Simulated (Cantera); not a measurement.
Chlorosilane synthesis and conversion: SiCl4 + H2

Input: 1 mol SiCl4, 8.8 mol H2, at 1 atm.

Cantera equilibrium calculation (NASA polynomials, part measured and part estimated; ideal gas, pure solids and liquids). Candidate condensed phases: Si; 19 gas species. The tables' values for SiCl3 are old estimates; treat these amounts as uncertain. Rates play no part.

From 1248 K to 1648 K nothing is condensed. The main Si-bearing gas is SiCl4 at 1248 K and SiCl2 at 1648 K.

| T (K) | x H2 | x HCl | x SiCl2 | x SiCl4 | x SiHCl3 | x SiCl3 |
|---|---|---|---|---|---|---|
| 1248 | 0.844 | 0.0549 | 0.00670 | 0.0551 | 0.0298 | 0.00715 |
| 1298 | 0.834 | 0.0661 | 0.0120 | 0.0485 | 0.0276 | 0.00987 |
| 1348 | 0.821 | 0.0794 | 0.0191 | 0.0413 | 0.0243 | 0.0126 |
| 1398 | 0.807 | 0.0944 | 0.0277 | 0.0338 | 0.0203 | 0.0148 |
| 1448 | 0.793 | 0.110 | 0.0372 | 0.0262 | 0.0162 | 0.0163 |
| 1498 | 0.778 | 0.125 | 0.0467 | 0.0193 | 0.0124 | 0.0168 |
| 1548 | 0.766 | 0.139 | 0.0555 | 0.0135 | 0.00910 | 0.0164 |
| 1598 | 0.755 | 0.150 | 0.0633 | 0.00900 | 0.00651 | 0.0152 |
| 1648 | 0.747 | 0.159 | 0.0697 | 0.00580 | 0.00455 | 0.0135 |
x: gas mole fraction; nothing condenses.
